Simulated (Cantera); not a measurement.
Hydrocarbon pyrolysis for carbon deposition

An isothermal, constant-pressure homogeneous reactor starts with C2H6 : N2 = 1 : 20 (molar parts), at 1648 K and 0.0133 bar.

Model: GRI-Mech 3.0 (53 species, 325 reactions), integrated in Cantera. GRI-Mech 3.0 stops at C3 and has no aromatics, soot or wall deposition, so with more carbon than oxygen in the feed, carbon stays in small species such as C2H2 where larger ones or solid carbon would form. Radical loss at walls, strong at low pressure, is not modelled.

```csv
t (s),x C2H6,x H,x CH4,x CH3,x CH2,x C2H4,x HCN
0.000700,0.0247,0.000640,0.00317,0.0153,3.97e-5,0.0108,1.04e-6
0.00146,0.00676,0.00108,0.00889,0.0135,4.98e-5,0.0208,3.57e-6
0.00305,0.000460,0.000978,0.0124,0.00510,2.70e-5,0.0155,7.10e-6
0.00637,4.59e-5,0.000527,0.0120,0.00196,8.70e-6,0.00756,8.66e-6
0.0133,1.41e-5,0.000319,0.0113,0.00103,3.31e-6,0.00314,9.21e-6
0.0277,6.24e-6,0.000219,0.0105,0.000639,1.53e-6,0.00103,9.49e-6
0.0579,3.19e-6,0.000163,0.00978,0.000434,8.13e-7,0.000298,9.70e-6
0.121,1.78e-6,0.000130,0.00892,0.000313,4.79e-7,0.000127,9.89e-6
0.252,1.10e-6,0.000116,0.00787,0.000242,3.31e-7,7.79e-5,1.01e-5
0.527,7.22e-7,0.000118,0.00644,0.000196,2.71e-7,5.10e-5,1.04e-5
1.10,4.05e-7,0.000132,0.00453,0.000149,2.26e-7,2.87e-5,1.09e-5
2.30,1.59e-7,0.000154,0.00256,9.59e-5,1.68e-7,1.27e-5,1.20e-5
4.79,4.09e-8,0.000185,0.00115,5.03e-5,1.05e-7,5.81e-6,1.37e-5
10.0,7.59e-9,0.000212,0.000447,2.23e-5,5.34e-8,4.04e-6,1.63e-5
```
x: mole fraction; the columns are a selection and need not sum to one.

Equilibrium at this temperature and pressure: C2H6 4.16e-12, H 0.000229, CH4 7.92e-6, CH3 4.24e-7, CH2 1.10e-9, C2H4 1.16e-6, HCN 0.0596 (gas phase only).
